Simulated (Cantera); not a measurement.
Mixture: 11.2 % CH4, 17.3 % O2, 65.0 % N2, 6.41 % H2O, equivalence ratio 1.3, at 1.01 bar, adiabatic and at constant volume. Ignition delay is the time to a rise of 400 K.

Computed with Cantera and GRI-Mech 3.0 (53 species, 325 reactions).

**Question.** Predict: delay at 1175 K; delay at 1275 K; delay at 1375 K; delay at 1475 K; delay at 1575 K; delay at 1675 K; delay at 1775 K; apparent activation energy between 1575 and 1775 K.

**Answer.** 
| Item | Value |
|---|---|
| delay at 1175 K | 82.6 ms |
| delay at 1275 K | 20.9 ms |
| delay at 1375 K | 5.91 ms |
| delay at 1475 K | 1.86 ms |
| delay at 1575 K | 0.663 ms |
| delay at 1675 K | 0.273 ms |
| delay at 1775 K | 0.128 ms |
| apparent activation energy between 1575 and 1775 K | 190 kJ/mol |
